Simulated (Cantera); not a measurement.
A perfectly stirred reactor is fed with CH₄ : H₂ : O₂ : N₂ = 1 : 0.21 : 1.32 : 4.95 (molar parts), equivalence ratio 1.6, at 6230 Torr; it is adiabatic with a 323 K inlet, and is followed from long to short residence time, starting on the burning branch (τ in s: 0.035, 0.019, 0.011, 0.0059, 0.0033, 0.0018, 0.001, 0.00057, 0.00032, 0.00018, 9.7e-05, 5.4e-05, 3e-05).

Model: GRI-Mech 3.0 (53 species, 325 reactions), integrated in Cantera.

Q: What does this change do: inlet temperature 323 to 350 K?

A: 
```tsv
quantity	before	after
blow-out, bracketed by the residence times tried	burning at 0.570 ms, out at 0.320 ms	burning at 0.570 ms, out at 0.320 ms
x(CH₄) at τ = 35.0 ms	0.00588	0.00529
x(H₂) at τ = 35.0 ms	0.0819	0.0839
x(O₂) at τ = 35.0 ms	0.000380	0.000334
x(NO) at τ = 35.0 ms	2.04e-6	2.78e-6
x(C₂H₆) at τ = 35.0 ms	4.62e-6	3.73e-6
x(CH₄) at τ = 1.00 ms	0.0156	0.0146
x(H₂) at τ = 1.00 ms	0.0558	0.0573
x(O₂) at τ = 1.00 ms	0.00824	0.00727
x(NO) at τ = 1.00 ms	6.23e-7	8.80e-7
x(C₂H₆) at τ = 1.00 ms	0.000123	9.98e-5
```

Q: What does this change do: pressure from 6230 Torr to 248 Torr?

A: 
```
quantity                                                                        before                               after
------------------------------------------------  ------------------------------------  ----------------------------------
blow-out, bracketed by the residence times tried  burning at 0.570 ms, out at 0.320 ms  burning at 1.80 ms, out at 1.00 ms
x(CH₄) at τ = 35.0 ms                                                          0.00588                             0.00197
x(H₂) at τ = 35.0 ms                                                            0.0819                              0.0942
x(O₂) at τ = 35.0 ms                                                          0.000380                            0.000877
x(NO) at τ = 35.0 ms                                                           2.04e-6                             4.92e-5
x(C₂H₆) at τ = 35.0 ms                                                         4.62e-6                             2.17e-6
x(CH₄) at τ = 1.00 ms                                                           0.0156                               0.134
x(H₂) at τ = 1.00 ms                                                            0.0558                              0.0281
x(O₂) at τ = 1.00 ms                                                           0.00824                               0.176
x(NO) at τ = 1.00 ms                                                           6.23e-7                              <1e-12
x(C₂H₆) at τ = 1.00 ms                                                        0.000123                              <1e-12
```
